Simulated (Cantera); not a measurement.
Feed: 1 mol V, 3 mol NH₃, held at 0.00133 bar.

Equilibrium computed with Cantera from the NASA thermochemical tables; the gas is ideal and each condensed phase is pure. Candidate condensed phases: V, VN; 11 gas species. Mutual solubility and eutectic melting of coexisting phases are not modelled. VN: taken at fixed stoichiometry. Condensed phases not in the tables: V₂N, N, O or C dissolved in the metal. Kinetics and transport are ignored.

Problem. At 1848 K, list the 4 most abundant gas species with their mole fractions, and the condensed phases.

Solution. H₂ 0.797, N₂ 0.190, H 0.0130, V 0.000143. Condensed: V(s) + VN(s).
